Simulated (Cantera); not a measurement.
Charge: 1 mol Si3N4, 9.9 mol N2, equilibrated at 2350 K and 13.3 mbar.

Cantera equilibrium calculation (NASA polynomials, part measured and part estimated; ideal gas, pure solids and liquids). Candidate condensed phases: Si, Si3N4; 7 gas species. The tables' values for SiN are old estimates; treat these amounts as uncertain. Kinetics and transport are ignored.

Base state: N2 0.887, Si 0.108, Si2 0.00227, SiN 0.00150, Si2N 0.00148, Si3 0.000416 (mole fractions); condensed: Si(l).

Task: What changes in the equilibrium state with this change: temperature from 2350 K to 2500 K?

Result: 
```csv
species,before,after
N2,0.887,0.802
Si,0.108,0.192
Si2,0.00227,0.00277
Si2N,0.00148,0.000958
Si3,0.000416,0.000259
SiN,0.00150,0.00200
"Si(l), mol",1.42,0
```
